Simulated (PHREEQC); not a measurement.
**Reverse-osmosis permeate: an equilibrium model**

Model water analysis in mg/L, 25 °C, pH 6.12, pe -0.9:

```
constituent            mg/L
------------------  -------
Na                     4.58
K                    0.0124
Ca                     2.73
Mg                    0.549
Cl                     5.77
S(6) as SO4            8.03
Alkalinity as HCO3     3.21
Si as SiO2          0.00734
Sr                    0.311
Mn(2)                 0.459
Li                   0.0591
```

Valence states are taken as typed.

Computed with PHREEQC (ion-association model, phreeqc.dat).

This is a speciation only: nothing precipitates in the calculation.

Estimate the charge-balance error.

charge-balance error 3.9 %.

In which forms is Mg present?

Mg+2 98 %, MgSO4 1.5 % of the Mg.
